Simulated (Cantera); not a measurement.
Input: 1 mol SiC, 0.27 mol CO₂, 280 mol H₂, at 1825 °C and 10.0 mbar.

Method: chemical equilibrium by Gibbs-energy minimisation in Cantera with the NASA 1993 tables (ideal gas, pure condensed phases). Candidate condensed phases: C, C₆H₆, C₇H₈, C₈H₁₈, H₂O, Si, SiC, SiO₂; 123 gas species. Gases not in the tables: Si₂H₆ and higher silanes. Kinetics and transport are ignored.

Base state: H₂ 0.965, H 0.0303, CO 0.00183, Si 0.00168, C₂H₂ (acetylene) 0.000499, SiH 9.01e-5, Si₂C 6.84e-5, SiO 5.86e-5 (mole fractions); condensed: SiC(s).

Question: What changes in the equilibrium state with this change: pressure from 10.0 mbar to 1.33 mbar?

Answer: 
```json
[
 {"species": "H₂", "before": "0.965", "after": "0.913"},
 {"species": "H", "before": "0.0303", "after": "0.0806"},
 {"species": "Si", "before": "0.00168", "after": "0.00308"},
 {"species": "SiO", "before": "5.86e-5", "after": "9.52e-6"},
 {"species": "SiH₂", "before": "2.25e-5", "after": "5.18e-6"},
 {"species": "SiC₂", "before": "3.90e-5", "after": "0.000160"},
 {"species": "SiC(s), mol", "before": "0.419", "after": "0"}
]
```
